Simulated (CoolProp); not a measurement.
Properties of ammonia at several states.

Computed with CoolProp (reference Helmholtz-energy equation of state, Gao 2020).

| T (K) | p (MPa) | phase | cv (kJ/(kg K)) | speed of sound (m/s) | expansivity (1/kK) |
|---|---|---|---|---|---|
| 280.4 | 4.09 | liquid | 2.816 | 1487 | 2.187 |
| 622.2 | 5.59 | gas | 2.255 | 600.0 | 1.866 |
| 396.4 | 46.6 | liquid | 2.676 | 1080 | 2.921 |
| 652.4 | 7.64 | gas | 2.316 | 613.4 | 1.820 |
| 494.1 | 3.03 | gas | 2.046 | 534.5 | 2.429 |
| 213.7 | 3.31 | liquid | 2.969 | 1910 | 1.618 |
